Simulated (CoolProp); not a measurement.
Values from CoolProp's reference Helmholtz-energy equation of state, Lemmon 2006. It is a short technical equation, of lower accuracy than the large ones.

### Question
For C3F8 (R218), give the phase and the speed of sound (m/s), Joule-Thomson coefficient (K/MPa) at 46.05 °C and 101 kPa; 113.35 °C and 101 kPa.

### Answer
- 46.05 °C and 101 kPa: gas; speed of sound 120, Joule-Thomson coefficient 10.1
- 113.35 °C and 101 kPa: gas; speed of sound 133, Joule-Thomson coefficient 5.68
